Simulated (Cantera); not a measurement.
A perfectly stirred reactor is fed with CO : O2 : H2O : N2 : CH4 = 0.0024 : 0.01 : 0.00011 : 1 : 0.0036 (molar parts), at 9.87 atm; it is held at 925 K, and followed from long to short residence time.

Detailed kinetics in Cantera: GRI-Mech 3.0 (53 species, 325 reactions).

Predict: x(CO) at τ = 14.0 s; x(O2) at τ = 14.0 s; x(H2O) at τ = 14.0 s; x(CO2) at τ = 14.0 s; x(HO2) at τ = 14.0 s; x(CO) at τ = 31.0 ms; x(O2) at τ = 31.0 ms; x(H2O) at τ = 31.0 ms; x(CO2) at τ = 31.0 ms.

x(CO) at τ = 14.0 s: 0.00148
x(O2) at τ = 14.0 s: 0.00301
x(H2O) at τ = 14.0 s: 0.00648
x(CO2) at τ = 14.0 s: 0.00408
x(HO2) at τ = 14.0 s: 1.06e-6
x(CO) at τ = 31.0 ms: 0.00236
x(O2) at τ = 31.0 ms: 0.00984
x(H2O) at τ = 31.0 ms: 0.000108
x(CO2) at τ = 31.0 ms: 3.25e-9
